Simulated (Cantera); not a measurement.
C3H6 + CO2 (carbon deposition, reforming and gasification)

Feed: 1 mol C3H6, 3.5 mol CO2, equilibrated at 1127 °C.

Method: chemical equilibrium by Gibbs-energy minimisation in Cantera with the NASA 1993 tables (ideal gas, pure condensed phases). Candidate condensed phases: C, C6H6, C7H8, C8H18, H2O; 110 gas species. The ideal-gas law is rough above about 30 bar. The numbers say what is thermodynamically allowed, not how fast it happens.

```
P (Pa)     x CO   x H2   x CO2   x H2O     x CH4  n C(graphite)
--------  -----  -----  ------  ------  --------  -------------
10        0.657  0.290  0.0269  0.0257    <1e-12              0
46        0.657  0.290  0.0269  0.0257  2.12e-12              0
220       0.657  0.290  0.0269  0.0257  4.85e-11              0
1000      0.657  0.290  0.0269  0.0257   1.00e-9              0
4600      0.657  0.290  0.0269  0.0257   2.12e-8              0
22000     0.657  0.290  0.0269  0.0257   4.85e-7              0
100000    0.657  0.290  0.0269  0.0258   1.00e-5              0
460000    0.657  0.290  0.0270  0.0258  0.000210              0
2200000   0.656  0.282  0.0296  0.0276   0.00416              0
10000000  0.616  0.239  0.0651  0.0549    0.0247          0.332
```
x: gas mole fraction; n: condensed amount in mol.

From 10.0 Pa to 22.0 bar nothing is condensed. At 100 bar the condensed part is C(graphite). The main C-bearing gas is CO throughout.
